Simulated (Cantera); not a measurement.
Feed: 1 mol Si(CH₃)₄, 0.04 mol C₂H₂, 3.4 mol H₂, 0.049 mol C₂H₄, held at 133 Pa.

Equilibrium computed with Cantera from the NASA thermochemical tables; the gas is ideal and each condensed phase is pure. Candidate condensed phases: C, C₆H₆, C₇H₈, C₈H₁₈, Si, SiC; 87 gas species. Rates play no part. All values below are at 1127 °C.

Base state: H₂ 1.000, H 0.000133 (mole fractions); condensed: C(graphite) + SiC(s).

### Question
What changes in the equilibrium state with this change: Si(CH₃)₄ replaced by CH₃SiCl₃?

### Answer
```
species           before     after
----------------  ------  --------
H₂                 1.000     0.548
HCl                    0     0.446
SiCl₂                  0   0.00514
SiCl₃                  0  0.000562
SiCl₄                  0  0.000261
Cl                     0   6.61e-5
SiHCl₃                 0   2.27e-5
C(graphite), mol    3.18     0.217
SiC(s), mol         1.00     0.961
```
The feed counts by its element totals alone. The tables' values for SiCl₃ are old estimates; treat these amounts as uncertain.
